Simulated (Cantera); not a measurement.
An isothermal, constant-pressure homogeneous reactor starts with 17.6 % H2, 11.0 % O2, 71.4 % N2, at 1375 K and 100.0 Torr.

Cantera simulation using GRI-Mech 3.0 (53 species, 325 reactions); the numbers are that mechanism's predictions, not measurements. The temperature is held fixed by assumption; the heat of reaction is taken as removed at once.

One state of this run: x H2 = 1.05e-6; x O2 = 0.0241; x OH = 3.20e-5; x H = 9.67e-9; x N2O = 4.98e-9. x: mole fraction; the columns are a selection and need not sum to one.

Problem. Which value of t (s) does it belong to?
A) 0.0632
B) 6.32e-6
C) 6.32
D) 0.200

Solution. C, 6.32
